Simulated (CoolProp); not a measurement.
A single-stage vapour-compression cycle with R245ca: evaporating at 289.15 K (dew point), condensing at 343.15 K (bubble point), superheat 0 K, subcooling 8 K, compressor efficiency 0.75, no pressure losses. Each further row changes one setting.

The numbers come from the reference Helmholtz-energy equation of state, Zhou 2016 in CoolProp.

```json
[
 {"case": "as stated", "cooling COP": "3.31", "pressure ratio": "6.25", "discharge temperature (K)": "343.2", "refrigerating effect (kJ/kg)": "145", "volumetric capacity (kJ/m³)": "581"},
 {"case": "evaporating temperature 294.15 K", "cooling COP": "3.81", "pressure ratio": "5.10", "discharge temperature (K)": "343.2", "refrigerating effect (kJ/kg)": "149", "volumetric capacity (kJ/m³)": "724"},
 {"case": "condensing temperature 338.15 K", "cooling COP": "3.77", "pressure ratio": "5.43", "discharge temperature (K)": "338.8", "refrigerating effect (kJ/kg)": "152", "volumetric capacity (kJ/m³)": "610"},
 {"case": "subcooling 13 K", "cooling COP": "3.48", "pressure ratio": "6.25", "discharge temperature (K)": "343.2", "refrigerating effect (kJ/kg)": "152", "volumetric capacity (kJ/m³)": "610"},
 {"case": "superheat 10 K", "cooling COP": "3.36", "pressure ratio": "6.25", "discharge temperature (K)": "353.4", "refrigerating effect (kJ/kg)": "154", "volumetric capacity (kJ/m³)": "594"},
 {"case": "compressor efficiency 0.65", "cooling COP": "2.87", "pressure ratio": "6.25", "discharge temperature (K)": "349.5", "refrigerating effect (kJ/kg)": "145", "volumetric capacity (kJ/m³)": "581"}
]
```

The compression ends wet for: evaporating temperature 294.15 K.
